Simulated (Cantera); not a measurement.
# Silicon nitride deposition: Si₂Cl₆ + NH₃ + N₂

Charge: 1 mol Si₂Cl₆, 41 mol NH₃, 81 mol N₂, equilibrated at 21.0 mbar.

Cantera equilibrium calculation (NASA polynomials, part measured and part estimated; ideal gas, pure solids and liquids). Candidate condensed phases: NH₄Cl, Si, Si₃N₄; 28 gas species. The feed counts by its element totals alone. The tables' values for SiCl, SiN, SiCl₃ are old estimates; treat these amounts as uncertain. Gases not in the tables: Si₂H₆ and higher silanes. The numbers say what is thermodynamically allowed, not how fast it happens.

```tsv
T (°C)	log p N₂	log p H₂	log p HCl	log p H	log p SiCl₂	log p Si	log p SiCl	n Si₃N₄(s)	n Si(l)
975	-1.89	-2.13	-3.12	-7.39	-7.06	<-13	-12.53	0.666	0
1050	-1.89	-2.13	-3.12	-6.86	-6.44	-12.82	-11.27	0.666	0
1125	-1.89	-2.13	-3.12	-6.39	-5.88	-11.35	-10.14	0.663	0
1200	-1.89	-2.13	-3.12	-5.96	-5.39	-10.04	-9.13	0.656	0
1275	-1.89	-2.13	-3.13	-5.57	-4.97	-8.85	-8.23	0.638	0
1350	-1.89	-2.13	-3.15	-5.22	-4.60	-7.78	-7.42	0.600	0
1425	-1.89	-2.13	-3.18	-4.90	-4.30	-6.80	-6.70	0.533	0
1500	-1.89	-2.12	-3.23	-4.61	-4.07	-5.91	-6.07	0.435	0
1575	-1.89	-2.13	-3.27	-4.34	-3.96	-5.20	-5.60	0	1.04
1650	-1.89	-2.13	-3.27	-4.09	-3.99	-4.77	-5.33	0	0.974
1725	-1.89	-2.13	-3.26	-3.86	-4.02	-4.37	-5.09	0	0.757
1800	-1.90	-2.14	-3.26	-3.65	-4.05	-4.00	-4.87	0	0.236
```
log p: log10 of the partial pressure in bar; n: condensed amount in mol.

From 975 °C to 1500 °C the condensed part is Si₃N₄(s). From 1575 °C to 1800 °C the condensed part is Si(l). The main Si-bearing gas is SiCl₂ at 975 °C and Si at 1800 °C. The share of Si in condensed phases is highest at 975 °C (100.0 %) and lowest at 1800 °C (11.8 %).
